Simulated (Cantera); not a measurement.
Feed: 1 mol C2F6, 0.26 mol H2, equilibrated at 0.133 bar.

Method: chemical equilibrium by Gibbs-energy minimisation in Cantera with the NASA 1993 tables (ideal gas, pure condensed phases). Candidate condensed phases: C, C6H6, C7H8, C8H18; 95 gas species. The feed counts by its element totals alone. Gases not in the tables: C2F6 and larger saturated fluorocarbons. The numbers say what is thermodynamically allowed, not how fast it happens. All values below are at 1700 °C.

Base state: CF4 0.702, HF 0.271, CF2 0.0204, F 0.00361, CF3 0.00306, CF 1.46e-5 (mole fractions); condensed: C(graphite).

**Question.** What changes in the equilibrium state with this change: H2 from 0.26 to 0.034 mol?

**Answer.** 
```csv
species,before,after
CF4,0.702,0.926
HF,0.271,0.0432
CF2,0.0204,0.0234
CF3,0.00306,0.00377
F,0.00361,0.00387
CF,1.46e-5,1.57e-5
"C(graphite), mol",0.611,0.499
```

**Question.** What changes in the equilibrium state with this change: pressure from 0.133 bar to 13.3 mbar?

**Answer.** 
```csv
species,before,after
CF4,0.702,0.651
HF,0.271,0.262
CF2,0.0204,0.0621
F,0.00361,0.0199
CF,1.46e-5,8.08e-5
CF3,0.00306,0.00514
"C(graphite), mol",0.611,0.576
```
